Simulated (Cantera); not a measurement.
Input (Python, Cantera):

```python
import numpy as np
import cantera as ct

gas = ct.Solution("gri30.yaml")
gas.TPX = 448, 27000, {'CH4': 1, 'C2H6': 0.57, 'O2': 3.07, 'N2': 13.5, 'H2O': 4.3}
flame = ct.FreeFlame(gas, width=0.1)
flame.set_refine_criteria(ratio=3, slope=0.08, curve=0.16)
flame.transport_model = "mixture-averaged"
flame.solve(loglevel=0, auto=True)
z, T = flame.grid, flame.T
thick = (T[-1] - T[0]) / np.gradient(T, z).max()
show = ['CH4', 'C2H6', 'O2', 'H', 'CH3', 'CO2']
print(f"laminar burning velocity  {flame.velocity[0] * 100:.3f} cm/s")
print(f"burnt temperature         {T[-1]:.1f} K")
print(f"thermal thickness         {thick * 1e3:.4f} mm")
print(f"grid points               {len(z)}")
z0 = z[flame.heat_release_rate.argmax()]
print(f"{'z/mm':>9s}{'T/K':>9s}{'u/(m/s)':>9s}" + "".join(f"{s:>11s}" for s in show))
rows = []
for k in (-3, -2, -1.5, -1, -0.5, -0.25, 0, 0.25, 0.5, 1, 2, 4, 8):
    zz = z0 + k * thick
    rows.append([k * thick, np.interp(zz, z, T), np.interp(zz, z, flame.velocity),
                 *(np.interp(zz, z, flame.X[gas.species_index(s)]) for s in show)])
    print(f"{rows[-1][0] * 1e3:9.3f}{rows[-1][1]:9.1f}{rows[-1][2]:9.3f}" + "".join(f"{x:11.3e}" for x in rows[-1][3:]))
```

It prints:

```
laminar burning velocity  26.654 cm/s
burnt temperature         1739.2 K
thermal thickness         2.9698 mm
grid points               132
     z/mm      T/K  u/(m/s)        CH4       C2H6         O2          H        CH3        CO2
   -8.909    449.3    0.268  4.434e-02  2.530e-02  1.362e-01  5.223e-16  1.019e-11  2.887e-06
   -5.940    455.3    0.273  4.392e-02  2.516e-02  1.352e-01  1.746e-14  7.887e-11  2.192e-05
   -4.455    475.4    0.287  4.308e-02  2.491e-02  1.332e-01  1.393e-12  7.626e-10  1.162e-04
   -2.970    578.6    0.353  3.974e-02  2.356e-02  1.247e-01  5.742e-09  8.186e-08  9.513e-04
   -1.485    954.3    0.595  2.795e-02  1.503e-02  9.073e-02  1.250e-05  8.310e-05  6.893e-03
   -0.742   1262.8    0.798  1.709e-02  5.738e-03  5.808e-02  1.851e-04  8.368e-04  1.498e-02
    0.000   1538.0    0.980  5.242e-03  3.038e-04  2.376e-02  1.587e-03  1.347e-03  2.745e-02
    0.742   1654.3    1.052  5.927e-04  2.008e-06  6.288e-03  3.688e-03  3.139e-04  4.011e-02
    1.485   1682.8    1.067  5.033e-05  1.568e-08  1.615e-03  4.516e-03  3.600e-05  4.848e-02
    2.970   1697.8    1.072  8.638e-07  6.235e-12  3.553e-04  4.353e-03  7.743e-07  5.507e-02
    5.940   1710.1    1.078  9.237e-09  1.802e-15  1.924e-04  3.556e-03  8.584e-09  5.710e-02
   11.879   1722.4    1.085  5.463e-11  4.106e-18  1.003e-04  2.545e-03  4.307e-11  5.710e-02
   23.758   1733.1    1.092  2.182e-13  8.052e-21  3.918e-05  1.574e-03  1.207e-13  5.687e-02
```

Model: GRI-Mech 3.0 (53 species, 325 reactions), integrated in Cantera. Burning velocities carry a grid error of a few per cent, more on coarse grids.
